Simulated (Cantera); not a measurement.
Charge: 1 mol C₂H₂, 0.16 mol NH₃, 35 mol H₂, held at 2700 K and 0.133 bar.

These are equilibrium values from Cantera (NASA tables, ideal gas, pure condensed phases), not measurements of a reactor. Candidate condensed phases: C, C₆H₆, C₇H₈, C₈H₁₈; 92 gas species. The numbers say what is thermodynamically allowed, not how fast it happens.

Base state: H₂ 0.834, H 0.142, C₂H₂ (acetylene) 0.0197, HCN 0.00251, N₂ 0.000595, HNC 0.000363, C₂H 0.000356, C₄H₂ 0.000193 (mole fractions); condensed: C(graphite).

What changes in the equilibrium state with this change: C₂H₂ replaced by C₂H₆?


```csv
species,before,after
H₂,0.834,0.834
H,0.142,0.142
C₂H₂ (acetylene),0.0197,0.0197
HCN,0.00251,0.00240
N₂,0.000595,0.000548
CN,3.20e-5,3.07e-5
HNC,0.000363,0.000348
CH₄,1.03e-5,1.04e-5
"C(graphite), mol",0.276,0.186
```
